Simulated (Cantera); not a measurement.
Input: 1 mol CF₄, 2.6 mol F₂, at 2925 K and 0.540 bar.

These are equilibrium values from Cantera (NASA tables, ideal gas, pure condensed phases), not measurements of a reactor. Candidate condensed phases: C; 13 gas species. Gases not in the tables: C₂F₆ and larger saturated fluorocarbons. The numbers say what is thermodynamically allowed, not how fast it happens.

Base state: F 0.867, CF₂ 0.0816, CF₄ 0.0409, CF₃ 0.00831, CF 0.00194, F₂ 7.48e-5 (mole fractions); condensed: gas only.

### Question
What changes in the equilibrium state with this change: CF₄ replaced by CH₃Cl?

### Answer
| species | before | after |
|---|---|---|
| HF | 0 | 0.536 |
| Cl | 0 | 0.175 |
| F | 0.867 | 0.153 |
| CF₄ | 0.0409 | 0.00172 |
| CF | 0.00194 | 0.0150 |
| CF₂ | 0.0816 | 0.111 |
| HCl | 0 | 0.00484 |
| H | 0 | 0.000545 |
| ClF | 0 | 0.000321 |
| Cl₂ | 0 | 0.000235 |
| C₃ | 2.99e-9 | 0.000254 |
| C(graphite), mol | 0 | 0.276 |
Further candidate phases: C₆H₆, C₇H₈, C₈H₁₈.
